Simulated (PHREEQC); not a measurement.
Solution (10 °C): 0.023 mol/kgw HF, 0.0084 mol/kgw KF and 0.00027 mol/kgw (NH4)2SiF6. Closed to the air; pH follows from the charge balance.

The numbers come from PHREEQC with the ion-association model, phreeqc.dat.

No solid was allowed to form.

Question: What pH, ionic strength does the model give?

Answer: pH 2.71; ionic strength 0.0114 mol/kgw.

Question: In which forms is F present?

Answer: HF 61 %, F- 30 %, SiF6-2 4.9 %, HF2- 4.0 % of the F.

Complexes and solids missing from the database can't appear. Away from 25 °C the constants follow the database's enthalpies or fits; those with neither stay at their 25 °C values. SiF6-2 is the database's only silicon fluoride.
